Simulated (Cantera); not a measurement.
A Cantera script and its output.

```python
import numpy as np
import cantera as ct

gas = ct.Solution("gri30.yaml")
gas.TPX = 1825, 29000, {'C2H6': 1, 'N2': 130}
reactor = ct.IdealGasConstPressureReactor(gas, energy="off", clone=False)
net = ct.ReactorNet([reactor])
net.rtol, net.atol = 1e-08, 1e-18
show = ['C2H6', 'C2H', 'HCN', 'H2', 'H']
times = np.geomspace(2e-05, 200, 11)

steps = ct.SolutionArray(gas, extra=["t"])
rows = []
print(f"{'t/s':>10s}{'T/K':>9s}{'P/Pa':>11s}" + "".join(f"{s:>11s}" for s in show))
for t in times:
    while net.time < t:
        t_next = net.step()
        steps.append(gas.state, t=t_next)
    rows.append([np.interp(t, steps.t, y) for y in (steps.T, steps.P, *steps(*show).X.T)])
    print(f"{t:10.3e}{rows[-1][0]:9.1f}{rows[-1][1]:11.4g}" + "".join(f"{x:11.3e}" for x in rows[-1][2:]))
rate = np.gradient(steps.T, steps.t)
print("integrator steps:", len(steps.t))
if steps.T.max() > steps.T[0] + 200:
    print(f"time of steepest temperature rise: {steps.t[rate.argmax()]:.4e} s")
gas.TPX = 1825, 29000, {'C2H6': 1, 'N2': 130}
gas.equilibrate("TP")
print(f"equilibrium (TP): T = {gas.T:.1f} K  " + "  ".join(f"{s} {gas[s].X[0]:.3e}" for s in show))
```

Output:

```
       t/s      T/K       P/Pa       C2H6        C2H        HCN         H2          H
 2.000e-05   1825.0    2.9e+04  4.862e-03  3.786e-09  2.901e-07  4.490e-04  2.531e-04
 1.002e-04   1825.0    2.9e+04  2.277e-04  2.660e-06  2.613e-05  7.305e-03  7.619e-04
 5.024e-04   1825.0    2.9e+04  3.459e-06  1.449e-06  5.430e-05  1.273e-02  2.933e-04
 2.518e-03   1825.0    2.9e+04  4.521e-07  6.256e-07  6.221e-05  1.375e-02  1.258e-04
 1.262e-02   1825.0    2.9e+04  1.066e-07  4.269e-07  6.655e-05  1.419e-02  8.659e-05
 6.325e-02   1825.0    2.9e+04  1.793e-08  4.531e-07  7.518e-05  1.467e-02  9.289e-05
 3.170e-01   1825.0    2.9e+04  8.241e-10  4.776e-07  9.013e-05  1.492e-02  9.850e-05
 1.589e+00   1825.0    2.9e+04  1.345e-11  4.857e-07  1.040e-04  1.497e-02  1.004e-04
 7.962e+00   1825.0    2.9e+04  9.976e-13  4.873e-07  1.095e-04  1.498e-02  1.008e-04
 3.991e+01   1825.0    2.9e+04  9.827e-13  4.870e-07  1.205e-04  1.498e-02  1.008e-04
 2.000e+02   1825.0    2.9e+04  1.082e-12  4.853e-07  1.738e-04  1.498e-02  1.008e-04
integrator steps: 1435
equilibrium (TP): T = 1825.0 K  C2H6 2.176e-13  C2H 3.379e-08  HCN 1.400e-02  H2 1.499e-02  H 1.008e-04
```

Cantera simulation using GRI-Mech 3.0 (53 species, 325 reactions); the numbers are that mechanism's predictions, not measurements. GRI-Mech 3.0 stops at C3 and has no aromatics, soot or wall deposition, so with more carbon than oxygen in the feed, carbon stays in small species such as C2H2 where larger ones or solid carbon would form.
